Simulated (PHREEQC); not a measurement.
## Cooling-tower water (model solution)

A made-up water analysis in mg/L, 25 °C, pH 7.12, pe 12.6:

| constituent | mg/L |
|---|---|
| Na | 54.1 |
| K | 199 |
| Ca | 73.8 |
| Mg | 0.344 |
| Cl | 170 |
| S(6) as SO4 | 194 |
| Alkalinity as HCO3 | 154 |
| B | 0.0276 |

Valence states are taken as typed.

Equilibrium calculation in PHREEQC: ion-association model, phreeqc.dat.

```
Item                          Result
--------------------  --------------
ionic strength        0.0142 mol/kgw
specific conductance      1300 µS/cm
charge-balance error          -0.9 %
```

| species | molality | activity | log γ |
|---|---|---|---|
| K+ | 0.00505 | 0.00447 | -0.053 |
| Cl- | 0.00480 | 0.00425 | -0.053 |
| HCO3- | 0.00248 | 0.00221 | -0.050 |
| Na+ | 0.00234 | 0.00208 | -0.051 |
| SO4-2 | 0.00177 | 0.00111 | -0.204 |
| Ca+2 | 0.00161 | 0.00101 | -0.201 |
| CO2 | 0.000376 | 0.000377 | 0.001 |
| CaSO4 | 0.000199 | 0.000199 | 0.001 |
| KSO4- | 3.90e-5 | 3.48e-5 | -0.050 |

Precipitation was switched off in this run.
